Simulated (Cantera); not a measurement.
A closed system holds: 1 mol HF, 2.3 mol H2, equilibrated at 410000 Pa.

Method: chemical equilibrium by Gibbs-energy minimisation in Cantera with the NASA 1993 tables (ideal gas, pure condensed phases). Ions and electrons are included (thermal ionisation). The numbers say what is thermodynamically allowed, not how fast it happens.

At 1727 °C, list the 3 most abundant gas species with their mole fractions, and the condensed phases.

H2 0.696, HF 0.303, H 0.000670. Condensed: gas only.
